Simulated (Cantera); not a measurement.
A perfectly stirred reactor is fed with CH₄ : O₂ : N₂ = 0.0085 : 0.047 : 1 (molar parts), equivalence ratio 0.36, at 3.10 bar; it is held at 950 K, and followed from long to short residence time.

Detailed kinetics in Cantera: GRI-Mech 3.0 (53 species, 325 reactions).

**Question.** Predict: x(CH₄) at τ = 3.90 s; x(O₂) at τ = 3.90 s; x(CO₂) at τ = 3.90 s; x(CH₂O) at τ = 3.90 s; x(CH₄) at τ = 20.0 ms; x(O₂) at τ = 20.0 ms; x(CH₂O) at τ = 20.0 ms.

**Answer.** 
```
Property                  Result
----------------------  --------
x(CH₄) at τ = 3.90 s    0.000814
x(O₂) at τ = 3.90 s       0.0313
x(CO₂) at τ = 3.90 s     0.00479
x(CH₂O) at τ = 3.90 s    5.16e-5
x(CH₄) at τ = 20.0 ms    0.00805
x(O₂) at τ = 20.0 ms      0.0445
x(CH₂O) at τ = 20.0 ms   7.59e-9
```
